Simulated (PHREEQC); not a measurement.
Model water analysis in mmol/kgw, 85 °C, pH 4.06: Na 78.9; K 2.67; Ca 4.22; Mg 9.19; Cl 25.6; S(6) 41.1.

Valence states are taken as typed.

The numbers come from PHREEQC with the Pitzer model, pitzer.dat.

Each row changes one thing in this solution. Precipitation was switched off in this run.

```
case                                               HSO4- (mol/kgw)  MgOH+ (mol/kgw)  SI of Gypsum (CaSO4:2H2O)  SI of Hexahydrite (MgSO4:6H2O)
-------------------------------------------------  ---------------  ---------------  -------------------------  ------------------------------
as made                                                   0.000617          3.28e-9                      -0.43                           -3.12
temperature from 85 to 75 °C at the same typed pH         0.000464          1.87e-9                      -0.45                           -3.10
K from 2.67 to 8.01 mmol/kgw                              0.000616          3.26e-9                      -0.43                           -3.13
```

Away from 25 °C the constants follow the database's enthalpies or fits; those with neither stay at their 25 °C values.
